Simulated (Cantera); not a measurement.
A freely propagating, adiabatic, planar premixed flame of H₂ : O₂ : N₂ = 1 : 0.455 : 1.71 (molar parts), unburnt at 325 K and 3750 Torr; multicomponent transport, grid criteria slope 0.08 and curve 0.16, no radiation.

Detailed kinetics in Cantera: the H2/O2 subset of GRI-Mech 3.0, which has no nitrogen chemistry. The hydrogen kinetics of GRI-Mech 3.0 are dated; newer H2 mechanisms differ, most at raised pressure. Burning velocities carry a grid error of a few per cent, more on coarse grids.

**Question.** Predict: laminar burning velocity; thermal thickness; peak x(HO₂); peak x(H₂O₂); peak x(H).

**Answer.** 
```
Item                          Value
------------------------  ---------
laminar burning velocity   257 cm/s
thermal thickness         0.0478 mm
peak x(HO₂)                 0.00119
peak x(H₂O₂)               0.000179
peak x(H)                    0.0270
```
